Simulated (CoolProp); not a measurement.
c-C4F8 (RC318) along the isotherm 170.25 °C: density (kg/m³) from the reference equation and from simpler models built on Tc = 115.2 °C, pc = 27.78 bar, ω = 0.355; each cubic takes its own stable root.

Model: reference Helmholtz-energy equation of state, Platzer 1990, in CoolProp. This equation is an older, rougher fit.

| p (bar) | phase | reference |
|---|---|---|
| 1.07 | gas | 5.852 |
| 2.14 | gas | 11.80 |
| 3.2 | gas | 17.79 |
| 4.27 | gas | 23.94 |
| 5.34 | gas | 30.19 |
| 6.41 | gas | 36.56 |
| 7.48 | gas | 43.04 |
| 8.55 | gas | 49.65 |
| 9.61 | gas | 56.31 |
| 10.7 | gas | 63.30 |
| 11.8 | gas | 70.49 |
| 12.8 | gas | 77.17 |
| 13.9 | gas | 84.66 |

Problem. How far does each simpler model (van der Waals, Redlich-Kwong) lie from the reference over these 13 states: mean and median of the absolute difference, and the worst?

Solution. 
- van der Waals: mean 0.4 %, median 0.3 %, worst +0.9 % at 170.25 °C and 13.9 bar
- Redlich-Kwong: mean 0.8 %, median 0.8 %, worst +1.5 % at 170.25 °C and 13.9 bar
